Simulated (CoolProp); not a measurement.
Vapour-liquid equilibrium of CHF3 (R23) (1) + sulfur hexafluoride (2) at 256.9 K; x and y are mole fractions of (1).

The numbers come from the multi-fluid Helmholtz-energy mixture model, Penoncello 2003 and Guder 2009; pair parameters Bell 2016 in CoolProp.

```json
[
 {"x": "0.05", "bubble pressure, mixture model (kPa)": "923.4", "bubble pressure, Raoult's law (kPa)": "816.1", "y, mixture model": "0.170", "y, Raoult's law": "0.096"},
 {"x": "0.15", "bubble pressure, mixture model (kPa)": "1139", "bubble pressure, Raoult's law (kPa)": "895.0", "y, mixture model": "0.355", "y, Raoult's law": "0.262"},
 {"x": "0.25", "bubble pressure, mixture model (kPa)": "1286", "bubble pressure, Raoult's law (kPa)": "974.0", "y, mixture model": "0.458", "y, Raoult's law": "0.402"},
 {"x": "0.35", "bubble pressure, mixture model (kPa)": "1391", "bubble pressure, Raoult's law (kPa)": "1053", "y, mixture model": "0.530", "y, Raoult's law": "0.521"},
 {"x": "0.45", "bubble pressure, mixture model (kPa)": "1469", "bubble pressure, Raoult's law (kPa)": "1132", "y, mixture model": "0.590", "y, Raoult's law": "0.623"},
 {"x": "0.55", "bubble pressure, mixture model (kPa)": "1529", "bubble pressure, Raoult's law (kPa)": "1211", "y, mixture model": "0.647", "y, Raoult's law": "0.711"},
 {"x": "0.65", "bubble pressure, mixture model (kPa)": "1573", "bubble pressure, Raoult's law (kPa)": "1290", "y, mixture model": "0.705", "y, Raoult's law": "0.789"},
 {"x": "0.75", "bubble pressure, mixture model (kPa)": "1601", "bubble pressure, Raoult's law (kPa)": "1369", "y, mixture model": "0.770", "y, Raoult's law": "0.858"},
 {"x": "0.85", "bubble pressure, mixture model (kPa)": "1608", "bubble pressure, Raoult's law (kPa)": "1448", "y, mixture model": "0.847", "y, Raoult's law": "0.920"},
 {"x": "0.95", "bubble pressure, mixture model (kPa)": "1589", "bubble pressure, Raoult's law (kPa)": "1527", "y, mixture model": "0.942", "y, Raoult's law": "0.975"}
]
```

The largest gap from Raoult's law is +32.1 % in bubble pressure, at x = 0.35. y crosses x between x = 0.75 and 0.85: the model has an azeotrope there.

Pair parameters are fitted to limited data, so mixtures are less certain than the pure fluids.
